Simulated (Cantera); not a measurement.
**Premixed flame**

A freely propagating, adiabatic, planar premixed flame of H2 : O2 : N2 : H2O = 1 : 0.417 : 1.13 : 0.081 (molar parts), unburnt at 675 K and 0.280 bar; mixture-averaged transport, grid criteria slope 0.08 and curve 0.16, no radiation.

Computed with Cantera and the H2/O2 subset of GRI-Mech 3.0, which has no nitrogen chemistry. Burning velocities carry a grid error of a few per cent, more on coarse grids.

```tsv
z (mm)	T (K)	u (m/s)	x H2	x O2	x H2O	x OH	x HO2	x H2O2
-6.86	675	10.7	0.381	0.159	0.0308	<1e-8	<1e-8	<1e-8
-4.57	675	10.7	0.381	0.159	0.0308	<1e-8	<1e-8	<1e-8
-3.43	675	10.7	0.381	0.159	0.0308	<1e-8	<1e-8	<1e-8
-2.29	675	10.7	0.381	0.159	0.0308	<1e-8	3.99e-7	<1e-8
-1.14	681	10.8	0.379	0.159	0.0312	2.42e-5	9.12e-5	4.25e-7
-0.572	799	12.5	0.356	0.155	0.0426	0.000460	7.81e-5	1.39e-6
0	1218	18.5	0.200	0.0994	0.157	0.00503	3.28e-5	1.75e-6
0.572	1512	22.6	0.0915	0.0341	0.273	0.0126	1.03e-5	1.47e-6
1.14	1640	24.3	0.0858	0.0260	0.288	0.0161	6.92e-6	9.77e-7
2.29	1790	26.3	0.0897	0.0228	0.296	0.0196	5.16e-6	5.44e-7
4.57	1961	28.4	0.0927	0.0195	0.306	0.0228	3.73e-6	2.86e-7
9.15	2139	30.5	0.0936	0.0158	0.320	0.0249	2.67e-6	1.63e-7
18.3	2315	32.5	0.0922	0.0121	0.335	0.0254	2.04e-6	1.13e-7
```
x: mole fraction of selected species; z is measured from the peak of heat release.

```json
{
  "laminar_burning_velocity": "1070 cm/s",
  "thermal_thickness": "2.29 mm",
  "peak x(OH)": "0.0255",
  "peak x(HO2)": "0.000104",
  "peak x(H2O2)": "1.90e-6",
  "grid_points": "131"
}
```
